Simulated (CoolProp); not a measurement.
Saturation properties of water.

Model: reference Helmholtz-energy equation of state, Wagner 2002, in CoolProp.

```
T (°C)  p (MPa)  vapour density (kg/m³)  enthalpy of vaporisation (kJ/kg)  liquid conductivity (mW/(m K))
------  -------  ----------------------  --------------------------------  ------------------------------
114.75   0.1678                  0.9581                              2217                             681
128.55      [?]                   1.437                              2178                             683
142.35      [?]                   2.093                              2137                             682
156.05   0.5586                   2.962                               [?]                             680
169.85   0.7893                     [?]                               [?]                             676
183.55    1.087                   5.574                              2001                             [?]
197.35    1.471                     [?]                              1950                             662
211.05    1.948                   9.787                              1895                             652
224.85    2.543                     [?]                              1836                             641
```

**Question.** Complete the blanks.

**Answer.** 
- 128.55, p (MPa): 0.2588
- 142.35, p (MPa): 0.3862
- 156.05, enthalpy of vaporisation (kJ/kg): 2095
- 169.85, vapour density (kg/m³): 4.108
- 169.85, enthalpy of vaporisation (kJ/kg): 2049
- 183.55, liquid conductivity (mW/(m K)): 670
- 197.35, vapour density (kg/m³): 7.449
- 224.85, vapour density (kg/m³): 12.72

It boils at 100.0 °C under 1 atm.

Thermal conductivity comes from a separate model (Huber 2012).
